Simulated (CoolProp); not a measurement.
A single-stage vapour-compression cycle with R1336mzz(E): evaporating at 300.15 K (dew point), condensing at 335.15 K (bubble point), superheat 10 K, subcooling 8 K, compressor efficiency 0.65, no pressure losses. Each further row changes one setting.

Values from CoolProp's reference Helmholtz-energy equation of state, Akasaka 2023.

| case | cooling COP | pressure ratio | discharge temperature (K) | refrigerating effect (kJ/kg) | volumetric capacity (kJ/m³) |
|---|---|---|---|---|---|
| as stated | 4.96 | 2.90 | 344.9 | 118 | 1670 |
| evaporating temperature 305.15 K | 6.06 | (withheld) | 344.8 | (withheld) | 2030 |
| condensing temperature 330.15 K | 5.99 | 2.53 | (withheld) | 124 | 1770 |
| subcooling 13 K | 5.24 | 2.90 | 344.9 | 124 | 1770 |
| superheat 20 K | 5.09 | 2.90 | 355.3 | 126 | 1730 |
| compressor efficiency 0.55 | 4.20 | 2.90 | 349.5 | 118 | 1670 |

Complete the blanks.


- evaporating temperature 305.15 K, pressure ratio: 2.45
- evaporating temperature 305.15 K, refrigerating effect (kJ/kg): 121
- condensing temperature 330.15 K, discharge temperature (K): 340.2
